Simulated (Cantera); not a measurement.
Chlorosilane synthesis and conversion: SiCl₄ + HCl + H₂

Input: 1 mol SiCl₄, 0.63 mol HCl, 2.6 mol H₂, at 0.450 bar.

Method: chemical equilibrium by Gibbs-energy minimisation in Cantera with the NASA 1993 tables (ideal gas, pure condensed phases). Candidate condensed phases: Si; 19 gas species. The tables' values for SiCl₃ are old estimates; treat these amounts as uncertain. The numbers say what is thermodynamically allowed, not how fast it happens.

```json
[
 {"T (K)": "875", "log p H₂": "-0.56", "log p SiCl₄": "-0.98", "log p HCl": "-1.17", "log p SiHCl₃": "-3.03", "log p SiCl₃": "-5.31", "log p SiCl₂": "-7.88"},
 {"T (K)": "950", "log p H₂": "-0.56", "log p SiCl₄": "-0.98", "log p HCl": "-1.16", "log p SiHCl₃": "-2.72", "log p SiCl₃": "-4.49", "log p SiCl₂": "-6.48"},
 {"T (K)": "1025", "log p H₂": "-0.56", "log p SiCl₄": "-0.99", "log p HCl": "-1.15", "log p SiHCl₃": "-2.47", "log p SiCl₃": "-3.81", "log p SiCl₂": "-5.31"},
 {"T (K)": "1100", "log p H₂": "-0.57", "log p SiCl₄": "-1.00", "log p HCl": "-1.14", "log p SiHCl₃": "-2.26", "log p SiCl₃": "-3.23", "log p SiCl₂": "-4.32"},
 {"T (K)": "1175", "log p H₂": "-0.57", "log p SiCl₄": "-1.02", "log p HCl": "-1.11", "log p SiHCl₃": "-2.11", "log p SiCl₃": "-2.75", "log p SiCl₂": "-3.49"},
 {"T (K)": "1250", "log p H₂": "-0.58", "log p SiCl₄": "-1.05", "log p HCl": "-1.08", "log p SiHCl₃": "-2.01", "log p SiCl₃": "-2.36", "log p SiCl₂": "-2.82"},
 {"T (K)": "1325", "log p H₂": "-0.60", "log p SiCl₄": "-1.10", "log p HCl": "-1.02", "log p SiHCl₃": "-1.97", "log p SiCl₃": "-2.07", "log p SiCl₂": "-2.30"}
]
```
log p: log10 of the partial pressure in bar; nothing condenses.

From 875 K to 1325 K nothing is condensed. The main Si-bearing gas is SiCl₄ throughout.
